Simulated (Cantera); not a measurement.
A perfectly stirred reactor is fed with 15.2 % NH₃, 84.8 % H₂, at 0.150 bar; it is held at 2248 K, and followed from long to short residence time.

Model: the gas-phase N/H chemistry of the illustrative SiF4/NH3 mechanism in the Surface Chemkin manual (1991), integrated in Cantera. Walls and surfaces, which speed up NH3 decomposition in real reactors, are not modelled.

x: mole fraction; the columns are a selection and need not sum to one.

```csv
τ (s),x NH₃,x H₂,x N₂H₄,x N₂H₂,x NH₂,x H
8.6,0.000197,0.917,1.65e-12,1.47e-9,1.19e-5,0.0178
2.3,0.000443,0.918,7.10e-12,6.00e-9,2.48e-5,0.0164
0.61,0.00168,0.922,4.90e-11,3.25e-8,6.50e-5,0.0114
0.16,0.0145,0.921,6.11e-10,2.08e-7,0.000229,0.00464
0.044,0.0512,0.902,___,6.77e-7,0.000497,0.00280
0.012,0.101,0.874,___,1.35e-6,0.000767,0.00212
0.0031,0.136,0.855,___,1.65e-6,0.000890,0.00180
0.00084,0.148,0.849,___,1.15e-6,0.000796,0.00146
0.00022,0.151,0.848,___,1.90e-7,0.000406,0.000729
```

Question: Fill in the missing entries.

Answer: 
- 0.044, x N₂H₄: 2.88e-9
- 0.012, x N₂H₄: 6.86e-9
- 0.0031, x N₂H₄: 9.25e-9
- 0.00084, x N₂H₄: 7.40e-9
- 0.00022, x N₂H₄: 1.93e-9
